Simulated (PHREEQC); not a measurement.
0.028 g of hydrous ferric oxide (600 m²/g; 0.2 weak and 0.005 strong sites per Fe, Dzombak-Morel constants, diffuse double layer) in 1 kg of water with 0.001 mol/kgw of an inert sodium salt and 0.00066 mmol/kgw SrCl2 and 0.01 mmol/kgw ZnCl2, at 25 °C; the pH is set by adding NaOH or the inert anion's acid. O2 is buffered at 0.21 atm. No CO2 enters from the air. Precipitation was switched off in this run.

Computed with PHREEQC (ion-association model, wateq4f.dat).

| pH | Sr sorbed (%) | Zn sorbed (%) | surface charge σ (C/m²) | surface potential ψ (mV) |
|---|---|---|---|---|
| 3 | 0.0 | 0.0 | 0.253 | 233 |
| 3.38 | 0.0 | 0.0 | 0.191 | 228 |
| 3.75 | 0.0 | 0.0 | 0.144 | 218 |
| 4.12 | 0.0 | 0.0 | 0.107 | 206 |
| 4.5 | 0.0 | 0.0 | 0.079 | 191 |
| 4.88 | 0.0 | 0.1 | 0.057 | 174 |
| 5.25 | 0.0 | 0.4 | 0.040 | 157 |
| 5.62 | 0.0 | … | 0.028 | 139 |
| 6 | 0.0 | 6.1 | 0.019 | 120 |
| 6.38 | 0.0 | 13.2 | 0.013 | 101 |
| 6.75 | 0.0 | 22.2 | 0.009 | 82 |
| 7.12 | 0.0 | 41.1 | 0.006 | 64 |
| 7.5 | 0.0 | 69.7 | 0.004 | 48 |
| 7.88 | 0.0 | 89.9 | … | 30 |
| 8.25 | 0.1 | 97.0 | 0.001 | 11 |
| 8.62 | … | 98.7 | -0.001 | … |
| 9 | 3.8 | 99.1 | -0.003 | -32 |

### Question
Complete the blanks.

### Answer

- 5.62, Zn sorbed (%): 1.7
- 7.88, surface charge σ (C/m²): 0.002
- 8.62, Sr sorbed (%): 0.7
- 8.62, surface potential ψ (mV): -10

Complexes and solids missing from the database can't appear. The oxide is taken as insoluble; below pH 4 it would dissolve.
